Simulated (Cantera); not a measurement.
A perfectly stirred reactor is fed with CO : O₂ : H₂O : N₂ = 0.017 : 0.007 : 0.047 : 1 (molar parts), at 0.132 atm; it is held at 1375 K, and followed from long to short residence time.

Computed with Cantera and GRI-Mech 3.0 (53 species, 325 reactions).

Problem. Predict: x(CO) at τ = 23.0 s; x(O₂) at τ = 23.0 s; x(H₂O) at τ = 23.0 s; x(N₂O) at τ = 23.0 s; x(O) at τ = 23.0 s; x(CO) at τ = 0.130 s; x(O₂) at τ = 0.130 s; x(H₂O) at τ = 0.130 s; x(N₂O) at τ = 0.130 s; x(O) at τ = 0.130 s.

Solution. x(CO) at τ = 23.0 s: 0.00124
x(O₂) at τ = 23.0 s: 6.67e-5
x(H₂O) at τ = 23.0 s: 0.0424
x(N₂O) at τ = 23.0 s: 1.49e-9
x(O) at τ = 23.0 s: 5.22e-6
x(CO) at τ = 0.130 s: 0.00258
x(O₂) at τ = 0.130 s: 0.00145
x(H₂O) at τ = 0.130 s: 0.0403
x(N₂O) at τ = 0.130 s: 5.42e-9
x(O) at τ = 0.130 s: 0.000202
